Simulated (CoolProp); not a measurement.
Computed with CoolProp (reference Helmholtz-energy equation of state, Lemmon 2016).

Give the vapour pressure (kPa), liquid density (kg/m³), vapour density (kg/m³), enthalpy of vaporisation (kJ/kg) of saturated R115 at 263.6, 279.7, 304 K.


```csv
T (K),p (kPa),liquid density (kg/m³),vapour density (kg/m³),enthalpy of vaporisation (kJ/kg)
263.6,322,1440,25.2,113
279.7,539,1370,41.7,105
304,1050,1260,83.2,90.2
```
